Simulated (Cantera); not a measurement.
A Cantera script and what it prints.

```python
import numpy as np
import cantera as ct

gas_names = """
    O2 H2
""".split()
cond_names = """
    Sr(a) Sr(b) Sr(L) SrO2H2(s) SrO2H2(L)
""".split()


# ... load() reads the species with a 1 bar reference pressure and builds the phases ...
species = {s.name: s for s in load("nasa_gas.yaml", gas_names) + load("nasa_condensed.yaml", cond_names)}
# Each term lists the table entries of one substance; the one whose range holds T is used.
reactions = {
    'O2(g) + Sr + H2(g) = Sr(OH)2':
        [(-1, ['O2']), (-1, ['Sr(a)', 'Sr(b)', 'Sr(L)']), (-1, ['H2']), (1, ['SrO2H2(s)', 'SrO2H2(L)'])],
}


def pick(names, T):
    return next(species[n] for n in names if species[n].thermo.min_temp <= T <= species[n].thermo.max_temp)


results = []
for label, terms in reactions.items():
    print(label)
    print("     T/K   dH/kJ  dS/(J/K)   dG/kJ   log10 K")
    for T in [1148, 1198, 1248, 1298, 1348, 1398, 1448, 1498, 1548, 1598, 1648]:
        used = [(nu, pick(names, T)) for nu, names in terms]
        dH = sum(nu * s.thermo.h(T) for nu, s in used) / 1e6
        dS = sum(nu * s.thermo.s(T) for nu, s in used) / 1e3
        dG = dH - T * dS / 1e3
        logK = -dG * 1e6 / (ct.gas_constant * T * np.log(10))
        results.append((label, T, dH, dS, dG, logK, [s.name for _, s in used]))
        print(f"{T:8g} {dH:8.1f} {dS:8.1f} {dG:8.1f} {logK:8.2f}")
```

Result:

```
O2(g) + Sr + H2(g) = Sr(OH)2
     T/K   dH/kJ  dS/(J/K)   dG/kJ   log10 K
    1148   -926.1   -239.7   -651.0    29.62
    1198   -923.4   -237.4   -639.0    27.86
    1248   -920.7   -235.2   -627.2    26.25
    1298   -918.0   -233.1   -615.5    24.77
    1348   -915.4   -231.0   -603.9    23.40
    1398   -912.7   -229.1   -592.4    22.13
    1448   -910.1   -227.3   -581.0    20.96
    1498   -907.5   -225.5   -569.7    19.86
    1548   -904.9   -223.8   -558.4    18.84
    1598   -902.3   -222.2   -547.3    17.89
    1648   -899.8   -220.6   -536.2    17.00
```

Standard-state values (1 bar) from the NASA 1993 polynomials, evaluated with Cantera. Condensed species are held in their standard states even where they would react or evaporate.
